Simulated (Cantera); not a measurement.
Catalytic combustion on Pt

An isothermal plug-flow reactor at 650 K and 1.40 bar (inlet), inlet velocity 0.46 m/s, active area per volume 3600 1/m; feed 1.55 % H₂, 11.1 % O₂, 87.4 % N₂.

Detailed kinetics in Cantera: Deutschmann's 1995 Pt surface mechanism with GRI-Mech 3.0 gas chemistry. Catalytic surfaces can have several steady states; this one follows from the mechanism file's or the stated starting coverage. Mass transfer to the wall is taken as infinitely fast.

```
z (m)        x H₂   x O₂   x H₂O  θ free Pt   θ O*    θ OH*
-------  --------  -----  ------  ---------  -----  -------
3.5e-05   0.00502  0.106  0.0106     0.0815  0.908   0.0102
7.5e-05   0.00280  0.105  0.0128     0.0459  0.946  0.00819
0.00016   0.00143  0.104  0.0142     0.0238  0.970  0.00615
0.00035  0.000679  0.104  0.0149     0.0116  0.984  0.00440
0.00075  0.000310  0.104  0.0153    0.00596  0.991  0.00318
0.0016   0.000125  0.104  0.0155    0.00352  0.994  0.00246
0.0035    3.29e-5  0.104  0.0156    0.00257  0.995  0.00210
```
x: gas mole fraction; θ: surface coverage.
